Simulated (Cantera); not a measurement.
Cantera run:

```python
import numpy as np
import cantera as ct

gas_names = [...]  # 151 gases of nasa_gas.yaml made of C, H, N, O, Si
cond_names = """
    C(gr) C6H6(L) C7H8(L) C8H18(L),n-octa H2O(s) H2O(L) Si(cr) Si(L) SiC(b) SiO2(Lqz) SiO2(hqz) SiO2(L)
    Si2N2O(s) Si3N4(a)
""".split()


# ... load() reads the species with a 1 bar reference pressure and builds the phases ...
atoms = {
    'Si': {'Si': 1},
    'CO2': {'C': 1, 'O': 2},
    'H2': {'H': 2},
    'N2O': {'N': 2, 'O': 1},
}
top_T = {'C(gr)': 4500, 'SiC(b)': 3050, 'Si2N2O(s)': 2100, 'Si3N4(a)': 2400}  # K; cautious upper limits of use, not melting points


# ... equilibrate(T, P, feed) seeds the gas with the atoms and calls Mixture.equilibrate('TP', solver="vcs", rtol=1e-11, max_steps=5000) ...
results = []
feed = {'Si': 1, 'CO2': 0.31, 'H2': 3.3, 'N2O': 0.11}  # mol
T = 1275  # K
for P in [0.1, 0.6, 3.6, 22, 130, 770, 4600, 28000, 170000, 1000000]:
    mix = equilibrate(T, P, feed)
    results.append((T, P, feed, dict(zip(mix.species_names, mix.species_moles))))
    x = sorted(zip(gas.X, gas.species_names), reverse=True)
    print(f"T = {T:g} K  P = {P:g} Pa  gas = {mix.phase_moles(0):.4g} mol")
    print("   x: " + "  ".join(f"{s} {v:.3e}" for v, s in x if v > 0.001))
    print("   condensed (mol): " + ("  ".join(f"{mix.phase(i).name} {mix.phase_moles(i):.4g}"
          for i in range(1, mix.n_phases) if mix.phase_moles(i) > 1e-12) or "none"))
```

It prints:

```
T = 1275 K  P = 0.1 Pa  gas = 3.98 mol
   x: H2 8.289e-01  SiO 1.479e-01  CO 1.520e-02  N2 7.306e-03
   condensed (mol): SiC(b) 0.2495  Si2N2O(s) 0.08093
T = 1275 K  P = 0.6 Pa  gas = 3.922 mol
   x: H2 8.412e-01  SiO 1.393e-01  CO 1.900e-02
   condensed (mol): SiC(b) 0.2355  Si2N2O(s) 0.109
T = 1275 K  P = 3.6 Pa  gas = 3.651 mol
   x: H2 9.039e-01  SiO 9.391e-02  CO 2.083e-03
   condensed (mol): SiC(b) 0.3024  SiO2(hqz) 0.1348  Si2N2O(s) 0.11
T = 1275 K  P = 22 Pa  gas = 3.363 mol
   x: H2 9.812e-01  SiO 1.856e-02
   condensed (mol): Si(cr) 0.1298  SiC(b) 0.3093  SiO2(hqz) 0.2785  Si2N2O(s) 0.11
T = 1275 K  P = 130 Pa  gas = 3.311 mol
   x: H2 9.968e-01  SiO 3.140e-03
   condensed (mol): Si(cr) 0.155  SiC(b) 0.3099  SiO2(hqz) 0.3047  Si2N2O(s) 0.11
T = 1275 K  P = 770 Pa  gas = 3.302 mol
   x: H2 9.995e-01
   condensed (mol): Si(cr) 0.1592  SiC(b) 0.31  SiO2(hqz) 0.3091  Si2N2O(s) 0.11
T = 1275 K  P = 4600 Pa  gas = 3.3 mol
   x: H2 9.999e-01
   condensed (mol): Si(cr) 0.1599  SiC(b) 0.31  SiO2(hqz) 0.3099  Si2N2O(s) 0.11
T = 1275 K  P = 28000 Pa  gas = 3.3 mol
   x: H2 1.000e+00
   condensed (mol): Si(cr) 0.16  SiC(b) 0.31  SiO2(hqz) 0.31  Si2N2O(s) 0.11
T = 1275 K  P = 170000 Pa  gas = 3.3 mol
   x: H2 1.000e+00
   condensed (mol): Si(cr) 0.1601  SiC(b) 0.3099  SiO2(hqz) 0.31  Si2N2O(s) 0.11
T = 1275 K  P = 1e+06 Pa  gas = 3.299 mol
   x: H2 9.998e-01
   condensed (mol): Si(cr) 0.1608  SiC(b) 0.3092  SiO2(hqz) 0.31  Si2N2O(s) 0.11
```

Cantera equilibrium calculation (NASA polynomials, part measured and part estimated; ideal gas, pure solids and liquids). Mutual solubility and eutectic melting of coexisting phases are not modelled. The tables hold silica as quartz up to 1696 K and as liquid above; real silica turns to tridymite and cristobalite and melts near 1996 K.
